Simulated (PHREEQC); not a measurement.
A solution holds 0.16 mol/kgw FeSO4, at 20 °C. Closed to the air; pH follows from the charge balance.

All values are PHREEQC results (ion-association model, phreeqc.dat), not measurements.

```yaml
pH: 5.89
ionic_strength: 0.342 mol/kgw
specific_conductance: 11400 µS/cm
density: 1.021 g/cm³
```

```tsv
species	molality	activity	log γ
Fe+2	0.0856	0.0241	-0.550
SO4-2	0.0856	0.0206	-0.618
FeSO4	0.0744	0.0805	0.034
FeOH+	5.72e-6	4.04e-6	-0.151
HSO4-	3.16e-6	2.32e-6	-0.135
H+	1.65e-6	1.28e-6	-0.109
```

This is a speciation only: nothing precipitates in the calculation. Species that the database lacks are ignored.
